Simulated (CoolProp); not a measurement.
The fluid at 333.62 K and 7.65 MPa is throttled through a valve to 0.403 MPa with no heat exchange. The same conditions are run with several fluids, on thermodynamics alone (safety and materials aside).

Values from CoolProp's reference Helmholtz-energy equation of state of each fluid (C3F8 (R218): Lemmon 2006; R124: de Vries 1995; R22: Kamei 1995; n-perfluorobutane: Gao 2022; p-xylene: Zhou 2012).

```json
[
 {"fluid": "C3F8 (R218)", "temperature change (K)": "[?]", "final phase": "two-phase, vapour fraction 0.757", "final density (kg/m³)": "[?]"},
 {"fluid": "R124", "temperature change (K)": "-33.8", "final phase": "two-phase, vapour fraction 0.274", "final density (kg/m³)": "86.6"},
 {"fluid": "R22", "temperature change (K)": "-66.8", "final phase": "[?]", "final density (kg/m³)": "43.2"},
 {"fluid": "n-perfluorobutane", "temperature change (K)": "[?]", "final phase": "two-phase, vapour fraction 0.315", "final density (kg/m³)": "127"},
 {"fluid": "p-xylene", "temperature change (K)": "+3.1", "final phase": "liquid", "final density (kg/m³)": "823"}
]
```

Problem. Fill in the missing entries.

Solution. 
- C3F8 (R218), temperature change (K): -61.3
- C3F8 (R218), final density (kg/m³): 50.7
- R22, final phase: two-phase, vapour fraction 0.393
- n-perfluorobutane, temperature change (K): -22.0
